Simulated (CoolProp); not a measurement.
1,2-dichloroethane along the isobar 1.12 MPa: Z from the reference equation and from simpler models built on Tc = 288.4 °C, pc = 5.226 MPa, ω = 0.269; each cubic takes its own stable root.

Values from CoolProp's reference Helmholtz-energy equation of state, Thol 2015.

| T (°C) | phase | reference |
|---|---|---|
| 98.05 | liquid | 0.03164 |
| 109.75 | liquid | 0.03122 |
| 121.45 | liquid | 0.03085 |
| 133.15 | liquid | 0.03055 |
| 144.85 | liquid | 0.03031 |
| 156.55 | liquid | 0.03013 |
| 168.25 | liquid | 0.03003 |
| 180.05 | liquid | 0.03001 |
| 191.75 | gas | 0.8411 |
| 203.45 | gas | 0.8558 |
| 215.15 | gas | 0.8687 |
| 226.85 | gas | 0.8799 |

Q: How far does each simpler model (van der Waals, Redlich-Kwong, Soave-Redlich-Kwong) lie from the reference over these 12 states: mean and median of the absolute difference, and the worst?

A: 
- van der Waals: mean 1167.8 %, median 73.5 %, worst +2838.0 % at 180.05 °C and 1.12 MPa
- Redlich-Kwong: mean 460.7 %, median 19.2 %, worst +2726.1 % at 180.05 °C and 1.12 MPa
- Soave-Redlich-Kwong: mean 10.3 %, median 14.5 %, worst +16.6 % at 180.05 °C and 1.12 MPa

At some of these states van der Waals, Redlich-Kwong gives the other phase, because its saturation line lies elsewhere.
